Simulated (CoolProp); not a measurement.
Properties of CF4 (R14) along the isobar 0.101 MPa (Tc = -45.8 °C, pc = 3.762 MPa, ω = 0.178).

Computed with CoolProp (reference Helmholtz-energy equation of state, Platzer 1990). This equation is an older, rougher fit.

| T (°C) | phase | cv (kJ/(kg K)) | speed of sound (m/s) | isothermal compressibility (1/MPa) | viscosity (µPa s) |
|---|---|---|---|---|---|
| -112.45 | gas | 0.3818 | 135.4 | 10.17 | 9.66 |
| -83.65 | gas | 0.4260 | 146.4 | 10.06 | 11.4 |
| -54.85 | gas | 0.4728 | 156.2 | 10.01 | 13.0 |
| -26.05 | gas | 0.5200 | 165.3 | 9.972 | 14.6 |
| 2.75 | gas | 0.5662 | 173.8 | 9.950 | 16.1 |
| 31.55 | gas | 0.6099 | 181.9 | 9.935 | 17.6 |
| 60.35 | gas | 0.6505 | 189.7 | 9.925 | 19.0 |
| 89.15 | gas | 0.6872 | 197.1 | 9.917 | 20.3 |

Viscosity comes from a separate model (Huber 2003), an estimate that may be off by 10 % or more.
